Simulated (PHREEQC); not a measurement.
Consider water at 25 °C with 0.0064 mol/kgw KOH, 0.27 mol/kgw Fe(NO3)3 and 8.9e-05 mol/kgw CuSO4. Closed to the air; pH follows from the charge balance.

Equilibrium calculation in PHREEQC: ion-association model, wateq4f.dat.

Problem. The ionic strength comes out as 1.56 mol/kgw. What activity coefficients do FeHSO4+2, NO3-, Fe(OH)2+, FeSO4+, SO4-2 get?

Solution. FeHSO4+2 0.66, NO3- 0.52, Fe(OH)2+ 0.63, FeSO4+ 0.62, SO4-2 0.13.

Precipitation was switched off in this run. Saturation is exceeded, for instance for Hematite (slow to form), Goethite (slow to form); the values hold only as long as no solid forms. Caution: at this ionic strength the ion-association model is outside its range; a Pitzer model would be the better tool where its parameters exist. Species that the database lacks are ignored.
